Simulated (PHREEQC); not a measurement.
Make-up at 80 °C: 0.04 mol FeSO4, 0.039 mol MgSO4, 0.00012 mol NaHCO3 and 3.2e-05 mol NaCl per kg of water. Closed to the air; pH follows from the charge balance.

The numbers come from PHREEQC with the ion-association model, phreeqc.dat.

| quantity | before | after |
|---|---|---|
| pH | 5.93 | 4.26 |
| ionic strength (mol/kgw) | 0.115 | 0.129 |
| SO4-2 (mol/kgw) | 0.0288 | 0.0321 |
| MgSO4 (mol/kgw) | 0.0277 | 0.0279 |
| Mg+2 (mol/kgw) | 0.0113 | 0.0111 |
| Na+ (mol/kgw) | 0.000143 | 0.000143 |
| SI of Halite (NaCl) | -10.21 | -10.29 |

**Question.** Name the change that produced these shifts.
(A) NaCl replaced by ZnCl2 at the same molality
(B) FeSO4 replaced by KHSO4 at the same molality
(C) diluted 10-fold with water
(D) FeSO4 replaced by CuSO4 at the same molality
(E) FeSO4 from 0.04 to 0.044 mol/kgw

**Answer.** D, FeSO4 replaced by CuSO4 at the same molality

No solid was allowed to form. Some of these states are supersaturated (in Siderite, for instance). Constants without temperature data keep their 25 °C values here.
